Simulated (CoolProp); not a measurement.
R21 at several states: Z from the reference equation and from simpler models built on Tc = 179.6 °C, pc = 5.289 MPa, ω = 0.206; each cubic takes its own stable root.

Model: reference Helmholtz-energy equation of state, Platzer 1990, in CoolProp. This equation is an older, rougher fit; its heat capacities, sound speeds and derivatives of the liquid may be far off and weren't checked against measurements.

```json
[
 {"T (°C)": "12.35", "p (MPa)": "1.04", "phase": "liquid", "reference": "___", "Redlich-Kwong": "0.03517", "Soave-Redlich-Kwong": "___"},
 {"T (°C)": "32.05", "p (MPa)": "0.537", "phase": "liquid", "reference": "___", "Redlich-Kwong": "___", "Soave-Redlich-Kwong": "0.01721"},
 {"T (°C)": "41.65", "p (MPa)": "0.762", "phase": "liquid", "reference": "0.02256", "Redlich-Kwong": "___", "Soave-Redlich-Kwong": "0.02413"},
 {"T (°C)": "-47.25", "p (MPa)": "0.395", "phase": "liquid", "reference": "0.01417", "Redlich-Kwong": "0.01536", "Soave-Redlich-Kwong": "___"},
 {"T (°C)": "158.25", "p (MPa)": "14.6", "phase": "liquid", "reference": "___", "Redlich-Kwong": "0.4330", "Soave-Redlich-Kwong": "___"},
 {"T (°C)": "-45.95", "p (MPa)": "6.84", "phase": "liquid", "reference": "0.2428", "Redlich-Kwong": "0.2629", "Soave-Redlich-Kwong": "0.2595"}
]
```

Q: Some entries are withheld; supply them.

A: 
- 12.35, reference: 0.03222
- 12.35, Soave-Redlich-Kwong: 0.03431
- 32.05, reference: 0.01612
- 32.05, Redlich-Kwong: 0.01771
- 41.65, Redlich-Kwong: 0.02488
- -47.25, Soave-Redlich-Kwong: 0.01514
- 158.25, reference: 0.3935
- 158.25, Soave-Redlich-Kwong: 0.4284
